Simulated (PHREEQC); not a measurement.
Make-up at 50 °C: 0.01 mol/kgw CaCl2, 0.0035 mol/kgw CO2 and 0.082 mol/kgw MgSO4. Closed to the air; pH follows from the charge balance.

Computed with PHREEQC (ion-association model, wateq4f.dat).

Each row changes one thing in this solution. This is a speciation only: nothing precipitates in the calculation.

```
case                                  pH  ionic strength (mol/kgw)  MgSO4 (mol/kgw)  Mg+2 (mol/kgw)  SO4-2 (mol/kgw)  HCO3- (mol/kgw)  SI of Epsomite (MgSO4:7H2O)  SI of Magnesite (MgCO3)
----------------------------------  ----  ------------------------  ---------------  --------------  ---------------  ---------------  ---------------------------  -----------------------
as made                             4.54                     0.153           0.0471          0.0349           0.0306          8.42e-5                        -1.97                    -3.36
CaCl2 from 0.01 to 0.009 mol/kgw    4.54                     0.150           0.0474          0.0346           0.0307          8.44e-5                        -1.96                    -3.36
temperature from 50 to 55 °C        4.56                     0.147           0.0484          0.0336           0.0293          8.65e-5                        -2.03                    -3.28
temperature from 50 to 45 °C        4.53                     0.158           0.0457          0.0363           0.0320          8.18e-5                        -1.90                    -3.46
CaCl2 from 0.01 to 0.011 mol/kgw    4.54                     0.155           0.0468          0.0352           0.0305          8.40e-5                        -1.97                    -3.37
CO2 from 0.0035 to 0.00175 mol/kgw  4.70                     0.153           0.0471          0.0349           0.0306          5.92e-5                        -1.97                    -3.36
diluted 2-fold with water           4.66                    0.0847           0.0216          0.0194           0.0174          5.21e-5                        -2.31                    -3.62
CaCl2 left out                      4.56                     0.127           0.0502          0.0318           0.0318          8.64e-5                        -1.94                    -3.35
```

Away from 25 °C the constants follow the database's enthalpies or fits; those with neither stay at their 25 °C values.
